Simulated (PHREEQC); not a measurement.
Consider water at 25 °C with 0.0098 mol/kgw BaCl2, 3.2e-06 mol/kgw CO2 and 0.0013 mol/kgw KCl. Closed to the air; pH follows from the charge balance.

Equilibrium calculation in PHREEQC: ion-association model, wateq4f.dat.

**Question.** The ionic strength comes out as 0.0307 mol/kgw. What activity coefficients do H+, K+, Ba+2, Cl-, HCO3- get?

**Answer.** H+ 0.87, K+ 0.84, Ba+2 0.53, Cl- 0.84, HCO3- 0.86.

No solid was allowed to form.
